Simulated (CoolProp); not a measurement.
Vapour-liquid equilibrium of isobutane (1) + n-butane (2) at 0.927 MPa; x and y are mole fractions of (1).

The numbers come from the multi-fluid Helmholtz-energy mixture model, Bücker 2006 and Bücker 2006; pair parameters Kunz 2012 in CoolProp.

Problem. Give the bubble temperature and the first vapour's composition at x = 0.05, 0.65, 0.725. Is there an azeotrope?

Solution. x = 0.05: 75.3 °C, y = 0.062; x = 0.65: 67.2 °C, y = 0.701; x = 0.725: 66.3 °C, y = 0.769. No azeotrope shows between x = 0.05 and 0.95.

Pair parameters are fitted to limited data, so mixtures are less certain than the pure fluids.
